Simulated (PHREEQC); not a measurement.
Consider water at 75 °C with 0.0077 mol MnSO4 per kg of water. Closed to the air; pH follows from the charge balance.

All values are PHREEQC results (ion-association model, phreeqc.dat), not measurements.

pH: 5.94
ionic strength: 0.0191 mol/kgw
specific conductance: 2420 µS/cm

```csv
species,molality,activity,log γ
SO4-2,0.00479,0.00267,-0.254
Mn+2,0.00478,0.00273,-0.244
MnSO4,0.00291,0.00293,0.002
MnOH+,2.32e-6,2.00e-6,-0.063
H+,1.30e-6,1.15e-6,-0.055
HSO4-,1.23e-6,1.06e-6,-0.065
OH-,2.09e-7,1.79e-7,-0.067
```

Precipitation was switched off in this run. Complexes and solids missing from the database can't appear. Away from 25 °C the constants follow the database's enthalpies or fits; those with neither stay at their 25 °C values.
